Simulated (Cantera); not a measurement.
Input: 1 mol Pb, 1.3 mol O2, 38 mol N2, equilibrated at 1300 K and 1 atm.

Method: chemical equilibrium by Gibbs-energy minimisation in Cantera with the NASA 1993 tables (ideal gas, pure condensed phases). Candidate condensed phases: Pb, PbO, PbO2, Pb3O4; 12 gas species. Gases not in the tables: (PbO)n polymers. The numbers say what is thermodynamically allowed, not how fast it happens.

Base state: N2 0.979, O2 0.0205, PbO 0.000445, NO 0.000138 (mole fractions); condensed: PbO(l).

Question: What changes in the equilibrium state with this change: Pb replaced by Si?

Answer: 
| species | before | after |
|---|---|---|
| N2 | 0.979 | 0.992 |
| O2 | 0.0205 | 0.00779 |
| NO | 0.000138 | 8.55e-5 |
| PbO | 0.000445 | 0 |
| PbO(l), mol | 0.983 | 0 |
| SiO2(β-quartz), mol | 0 | 1.00 |
The tables hold silica as quartz up to 1696 K and as liquid above; real silica turns to tridymite and cristobalite and melts near 1996 K. Further candidate phases: Si, SiO2, Si2N2O, Si3N4.
